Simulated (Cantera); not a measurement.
Input: 1 mol Ta, a varied amount of H₂O, held at 1723.15 K and 0.410 bar.

Method: chemical equilibrium by Gibbs-energy minimisation in Cantera with the NASA 1993 tables (ideal gas, pure condensed phases). Candidate condensed phases: H₂O, Ta, Ta₂O₅; 12 gas species. Kinetics and transport are ignored.

### Question
At 6.4 mol H₂O, list the 4 most abundant gas species with their mole fractions, and the condensed phases.

### Answer
H₂O 0.609, H₂ 0.391, H 0.000178, OH 1.52e-5. Condensed: Ta₂O₅(s).
